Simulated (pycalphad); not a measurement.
All values are pycalphad results on the COST 507 light-alloy database (1999) (1 atm), not direct measurements. The database dates from 1999; later assessments differ in places, in temperatures and in the compounds included. Diffusion is slow at the low end, where real alloys seldom reach equilibrium.

Task: How does the equilibrium phase assembly of Ti-0.3Hf-13.92B (at.%) change on cooling from 2577 °C to 277 °C?

Result: 
```tsv
T (°C)	phases above	phases below
1656.7	liquid	BM + liquid
1542 ± 3	BM + liquid	bcc + BM
879.9	bcc + BM	bcc + BM + hcp
878.9	bcc + BM + hcp	BM + hcp
```
Changes were sought between steps of 100 K, so a narrower field can be missed.

Database names, with the compositions (at.%) that they take in these runs: BM: Ti 50 B 50.
